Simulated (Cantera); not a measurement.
## Dilute partial oxidation

An isothermal, constant-pressure homogeneous reactor starts with 0.848 % CH₃OH, 0.503 % O₂, 98.6 % N₂, equivalence ratio 2.5, at 1150 K and 8.00 bar.

Cantera simulation using GRI-Mech 3.0 (53 species, 325 reactions); the numbers are that mechanism's predictions, not measurements. GRI-Mech 3.0 was tuned for natural gas; its chemistry of methanol as a main component is partial and can be far from experiment.

| t (s) | x CH₃OH | x O₂ | x H₂ | x C₂H | x C₂H₄ | x CH₂ |
|---|---|---|---|---|---|---|
| 3.00e-6 | 0.00848 | 0.00503 | 8.75e-10 | <1e-12 | <1e-12 | 4.15e-11 |
| 1.09e-5 | 0.00848 | 0.00503 | 3.91e-9 | <1e-12 | <1e-12 | 4.15e-11 |
| 3.93e-5 | 0.00848 | 0.00503 | 1.53e-8 | <1e-12 | <1e-12 | 4.15e-11 |
| 0.000142 | 0.00848 | 0.00503 | 5.99e-8 | <1e-12 | <1e-12 | 4.15e-11 |
| 0.000516 | 0.00848 | 0.00503 | 2.45e-7 | <1e-12 | <1e-12 | 4.15e-11 |
| 0.00187 | 0.00848 | 0.00503 | 1.29e-6 | <1e-12 | 3.23e-12 | 4.15e-11 |
| 0.00676 | 0.00844 | 0.00502 | 2.03e-5 | <1e-12 | 9.52e-12 | 4.13e-11 |
| 0.0245 | 2.28e-10 | 1.63e-5 | 0.00757 | <1e-12 | 5.34e-11 | 2.56e-12 |
| 0.0887 | 3.41e-11 | 8.06e-7 | 0.00763 | <1e-12 | 2.84e-10 | <1e-12 |
| 0.321 | 8.59e-12 | 1.42e-7 | 0.00767 | <1e-12 | 3.18e-10 | <1e-12 |
| 1.16 | 2.32e-12 | 2.78e-8 | 0.00770 | <1e-12 | 3.19e-10 | <1e-12 |
| 4.21 | <1e-12 | 5.77e-9 | 0.00774 | <1e-12 | 3.15e-10 | <1e-12 |
| 15.3 | <1e-12 | 9.49e-10 | 0.00778 | <1e-12 | 3.04e-10 | <1e-12 |
| 55.2 | <1e-12 | 1.45e-11 | 0.00786 | <1e-12 | 2.77e-10 | <1e-12 |
| 200 | <1e-12 | <1e-12 | 0.00813 | <1e-12 | 2.01e-10 | <1e-12 |
x: mole fraction; the columns are a selection and need not sum to one.

Equilibrium at this temperature and pressure: CH₃OH <1e-12, O₂ <1e-12, H₂ 0.00991, C₂H <1e-12, C₂H₄ <1e-12, CH₂ <1e-12 (gas phase only).
